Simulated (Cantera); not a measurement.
An isothermal, constant-pressure homogeneous reactor starts with CO : O₂ : H₂O : N₂ = 0.026 : 0.0076 : 0.00072 : 1 (molar parts), equivalence ratio 1.7, at 1175 K and 67000 Pa. Integrator tolerance rtol = 1e-08.

Model: GRI-Mech 3.0 (53 species, 325 reactions), integrated in Cantera.

What does this change do: pressure from 67000 Pa to 500000 Pa?


```
quantity                                             before                                      after
----------------  -----------------------------------------  -----------------------------------------
x(CO) at 3.00 s       0.0103 (gas-phase equilibrium 0.0103)      0.0103 (gas-phase equilibrium 0.0103)
x(O₂) at 3.00 s     1.28e-10 (gas-phase equilibrium <1e-12)    9.80e-10 (gas-phase equilibrium <1e-12)
x(H₂O) at 3.00 s  0.000455 (gas-phase equilibrium 0.000457)  0.000502 (gas-phase equilibrium 0.000457)
x(OH) at 3.00 s    1.21e-8 (gas-phase equilibrium 3.08e-11)  3.47e-10 (gas-phase equilibrium 1.13e-11)
x(H₂) at 3.00 s   0.000246 (gas-phase equilibrium 0.000244)  0.000199 (gas-phase equilibrium 0.000244)
x(H) at 3.00 s      9.24e-7 (gas-phase equilibrium 2.35e-9)   2.56e-8 (gas-phase equilibrium 8.62e-10)
```

What does this change do: 0.027 parts H2 added?


```csv
quantity,before,after
x(CO) at 3.00 s,0.0103 (gas-phase equilibrium 0.0103),0.0185 (gas-phase equilibrium 0.0180)
x(O₂) at 3.00 s,1.28e-10 (gas-phase equilibrium <1e-12),<1e-12 (gas-phase equilibrium <1e-12)
x(H₂O) at 3.00 s,0.000455 (gas-phase equilibrium 0.000457),0.00896 (gas-phase equilibrium 0.00845)
x(OH) at 3.00 s,1.21e-8 (gas-phase equilibrium 3.08e-11),5.97e-9 (gas-phase equilibrium 6.64e-11)
x(H₂) at 3.00 s,0.000246 (gas-phase equilibrium 0.000244),0.0173 (gas-phase equilibrium 0.0179)
x(H) at 3.00 s,9.24e-7 (gas-phase equilibrium 2.35e-9),1.69e-6 (gas-phase equilibrium 2.01e-8)
```
